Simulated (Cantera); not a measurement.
Low-pressure radical oxidation in H2/O2

An isothermal, constant-pressure homogeneous reactor starts with 3.94 % H2, 96.1 % O2, equivalence ratio 0.021, at 1300 K and 0.0250 bar.

Cantera simulation using GRI-Mech 3.0 (53 species, 325 reactions); the numbers are that mechanism's predictions, not measurements. Radical loss at walls, strong at low pressure, is not modelled. The temperature is held fixed by assumption; the heat of reaction is taken as removed at once.

```json
[
 {"t (s)": "2.00e-6", "x H2": "0.0394", "x O2": "0.961", "x HO2": "7.46e-10", "x H2O2": "<1e-12", "x O": "4.68e-11", "x H2O": "<1e-12", "x OH": "4.64e-11"},
 {"t (s)": "1.07e-5", "x H2": "0.0394", "x O2": "0.961", "x HO2": "4.01e-9", "x H2O2": "<1e-12", "x O": "1.12e-9", "x H2O": "1.08e-10", "x OH": "1.08e-9"},
 {"t (s)": "5.77e-5", "x H2": "0.0394", "x O2": "0.961", "x HO2": "2.16e-8", "x H2O2": "8.30e-12", "x O": "1.98e-8", "x H2O": "9.79e-9", "x OH": "1.68e-8"},
 {"t (s)": "0.000310", "x H2": "0.0394", "x O2": "0.961", "x HO2": "1.21e-7", "x H2O2": "2.33e-10", "x O": "1.65e-6", "x H2O": "2.11e-6", "x OH": "1.24e-6"},
 {"t (s)": "0.00167", "x H2": "0.000749", "x O2": "0.928", "x HO2": "4.09e-6", "x H2O2": "1.26e-7", "x O": "0.0279", "x H2O": "0.0343", "x OH": "0.00408"},
 {"t (s)": "0.00894", "x H2": "0.000402", "x O2": "0.937", "x HO2": "3.52e-6", "x H2O2": "1.03e-7", "x O": "0.0204", "x H2O": "0.0364", "x OH": "0.00318"},
 {"t (s)": "0.0480", "x H2": "0.000112", "x O2": "0.953", "x HO2": "2.04e-6", "x H2O2": "7.72e-8", "x O": "0.00545", "x H2O": "0.0389", "x OH": "0.00169"},
 {"t (s)": "0.258", "x H2": "8.25e-6", "x O2": "0.959", "x HO2": "3.95e-7", "x H2O2": "2.46e-8", "x O": "0.000396", "x H2O": "0.0399", "x OH": "0.000463"},
 {"t (s)": "1.39", "x H2": "5.24e-7", "x O2": "0.960", "x HO2": "4.54e-8", "x H2O2": "4.13e-9", "x O": "2.53e-5", "x H2O": "0.0401", "x OH": "0.000117"},
 {"t (s)": "7.45", "x H2": "5.68e-8", "x O2": "0.960", "x HO2": "2.27e-8", "x H2O2": "6.96e-10", "x O": "2.76e-6", "x H2O": "0.0402", "x OH": "3.88e-5"},
 {"t (s)": "40.0", "x H2": "2.28e-8", "x O2": "0.960", "x HO2": "2.94e-8", "x H2O2": "3.43e-10", "x O": "1.11e-6", "x H2O": "0.0402", "x OH": "2.46e-5"}
]
```
x: mole fraction; the columns are a selection and need not sum to one.

Equilibrium at this temperature and pressure: H2 2.27e-8, O2 0.960, HO2 2.95e-8, H2O2 3.41e-10, O 1.10e-6, H2O 0.0402, OH 2.45e-5 (gas phase only).
